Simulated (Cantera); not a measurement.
Input: 1 mol toluene, 0.56 mol NH3, equilibrated at 0.00340 bar.

Cantera equilibrium calculation (NASA polynomials, part measured and part estimated; ideal gas, pure solids and liquids). Candidate condensed phases: C, C6H6, C7H8, C8H18; 92 gas species. Kinetics and transport are ignored.

Over these rows the condensed part is C(graphite). Partial pressures as log10 of bar:

```csv
T (K),1000/T (1/K),log p HCN,log p H2,log p N2
1075,0.9302,-7.91,-2.49,-3.73
1150,0.8696,-7.49,-2.49,-3.73
1225,0.8163,-7.12,-2.49,-3.73
1300,0.7692,-6.80,-2.49,-3.73
1375,0.7273,?,-2.49,-3.73
1450,0.6897,-6.25,-2.49,-3.73
```

Question: Fit log p(HCN) = a + b·(1000/T) to the five rows, give the apparent enthalpy, and predict the row at 1375 K.

Answer: Means: 1000/T = 0.8150, log p = -7.114. Sxy = -0.234877, Sxx = 0.0340516, so b = -6.90 and a = -7.114 − (-6.90)×0.8150 = -1.49.
Apparent enthalpy: −19.145 × (-6.90) = 132 kJ/mol. With the condensed phases at unit activity, C(graphite) + 1/2 H2(g) + 1/2 N2(g) = HCN(g) links this pressure to the main gases: over the six rows their terms move log p by +0.00 in all, so the slope is close to that reaction's ΔH°. The five rows lie within 0.01 of the line.
Prediction at 1375 K: -1.49 + (-6.90)×0.7273 = -6.51. The computed value is -6.51, 0.00 from the line.
